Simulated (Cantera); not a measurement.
## Catalytic stagnation flow on Pt

A jet of CH₄ : O₂ : N₂ = 0.037 : 0.058 : 0.79 (molar parts) at 300 K and 74.3 Torr hits a platinum plate 6 cm away at a mass flux of 0.028 kg/m²/s; the plate temperature is set and raised in steps from an oxygen-covered start.

Model: Deutschmann's 1995 Pt surface mechanism with GRI-Mech 3.0 gas chemistry, integrated in Cantera. Catalytic surfaces can have several steady states; this one follows from the mechanism file's or the stated starting coverage.

| plate T (K) | wall x CH₄ | wall x O₂ | wall x H₂O | wall x OH | wall x CO | wall x CO₂ | θ free Pt | θ H* | θ CO* | θ C* |
|---|---|---|---|---|---|---|---|---|---|---|
| 950 | 0.00237 | 0.00106 | 0.0713 | <1e-8 | 0.0364 | 0.00578 | 0.729 | 0.000588 | 0.260 | 0.0102 |
| 1000 | 0.00179 | 0.000846 | 0.0701 | <1e-8 | 0.0361 | 0.00690 | 0.841 | 0.000889 | 0.151 | 0.00660 |
| 1050 | 0.00153 | 0.000755 | 0.0679 | <1e-8 | 0.0340 | 0.00964 | 0.916 | 0.00103 | 0.0802 | 0.00321 |
| 1100 | 0.00143 | 0.000728 | 0.0652 | <1e-8 | 0.0311 | 0.0130 | 0.957 | 0.00107 | 0.0408 | 0.00151 |
| 1150 | 0.00140 | 0.000732 | 0.0623 | 1.34e-8 | 0.0280 | 0.0167 | 0.978 | 0.00105 | 0.0206 | 0.000729 |
| 1200 | 0.00140 | 0.000750 | 0.0594 | 3.35e-8 | 0.0248 | 0.0204 | 0.988 | 0.00101 | 0.0106 | 0.000368 |
| 1250 | 0.00144 | 0.000785 | 0.0568 | 7.73e-8 | 0.0216 | 0.0239 | 0.993 | 0.000957 | 0.00553 | 0.000194 |
x: mole fraction at the wall; θ: surface coverage.
